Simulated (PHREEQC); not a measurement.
## Alkaline etch or developer: an equilibrium model

Solution (25 °C): 0.024 mol/kgw NaOH and 0.0035 mol/kgw K2SiO3. Closed to the air; pH follows from the charge balance.

The numbers come from PHREEQC with the ion-association model, phreeqc.dat.

No solid was allowed to form.

Estimate the pH.

pH 12.35.

In which forms is Si present?

H3SiO4- 80 %, H2SiO4-2 19 % of the Si.
